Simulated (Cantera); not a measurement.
Input: 1 mol Al, 0.4 mol NH3, 58 mol H2, equilibrated at 13.3 mbar.

These are equilibrium values from Cantera (NASA tables, ideal gas, pure condensed phases), not measurements of a reactor. Candidate condensed phases: Al, AlN; 13 gas species. Mutual solubility and eutectic melting of coexisting phases are not modelled. The numbers say what is thermodynamically allowed, not how fast it happens.

Task: Which condensed phases are stable at each of these points (T (°C)): 802, 952, 1102, 1252, 1402, 1552, 1702?

Result: 
```csv
T (°C),condensed phases,Al condensed (%)
802,Al(l) + AlN(s),100.0
952,Al(l) + AlN(s),100.0
1102,Al(l) + AlN(s),99.2
1252,Al(l) + AlN(s),90.2
1402,AlN(s),40.0
1552,AlN(s),28.9
1702,gas only,0.0
```

From 802 °C to 1252 °C the condensed part is Al(l) + AlN(s). From 1402 °C to 1552 °C the condensed part is AlN(s). At 1702 °C nothing is condensed.
